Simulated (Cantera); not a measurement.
A freely propagating, adiabatic, planar premixed flame of 29.6 % H2, 14.8 % O2, 55.6 % N2, equivalence ratio 1.0, unburnt at 475 K and 0.987 atm; mixture-averaged transport, grid criteria slope 0.08 and curve 0.16, no radiation.

Cantera simulation using the H2/O2 subset of GRI-Mech 3.0, which has no nitrogen chemistry; the numbers are that mechanism's predictions, not measurements. Burning velocities carry a grid error of a few per cent, more on coarse grids.

Task: Predict: laminar burning velocity; thermal thickness; peak x(OH); peak x(O); peak x(HO2).

Result: 
| Item | Result |
|---|---|
| laminar burning velocity | 490 cm/s |
| thermal thickness | 0.428 mm |
| peak x(OH) | 0.0172 |
| peak x(O) | 0.0120 |
| peak x(HO2) | 0.000396 |
